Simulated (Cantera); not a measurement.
## Pyrogenic steam for wet oxidation

An isothermal, constant-pressure homogeneous reactor starts with H2 : O2 : N2 = 0.7 : 1 : 0.87 (molar parts), equivalence ratio 0.35, at 1248 K and 0.810 bar.

Model: the H2/O2 subset of GRI-Mech 3.0, which has no nitrogen chemistry, integrated in Cantera. The temperature is held fixed by assumption; the heat of reaction is taken as removed at once.

```
t (s)         x H2   x O2  x H2O     x HO2       x O       x H
--------  --------  -----  -----  --------  --------  --------
4.00e-5     0.0110  0.292  0.296  0.000260   0.00513   0.00379
0.000123   0.00110  0.293  0.314   6.28e-5  0.000228   3.40e-5
0.000380  0.000163  0.293  0.315   1.20e-5   2.83e-5   1.76e-6
0.00117    1.47e-5  0.293  0.315   1.71e-6   4.81e-6   9.87e-8
0.00360    8.70e-7  0.293  0.315   3.00e-7   1.08e-6   7.57e-9
0.0111     1.30e-7  0.293  0.315   9.16e-8   3.02e-7   1.06e-9
0.0342     4.12e-8  0.293  0.315   5.03e-8   9.86e-8  2.15e-10
0.105      2.32e-8  0.293  0.315   4.77e-8   4.64e-8  8.77e-11
0.325      2.16e-8  0.293  0.315   4.84e-8   4.03e-8  7.69e-11
1.00       2.16e-8  0.293  0.315   4.84e-8   4.03e-8  7.68e-11
```
x: mole fraction; the columns are a selection and need not sum to one.

Equilibrium at this temperature and pressure: H2 2.16e-8, O2 0.293, H2O 0.315, HO2 4.84e-8, O 4.03e-8, H 7.68e-11 (gas phase only).
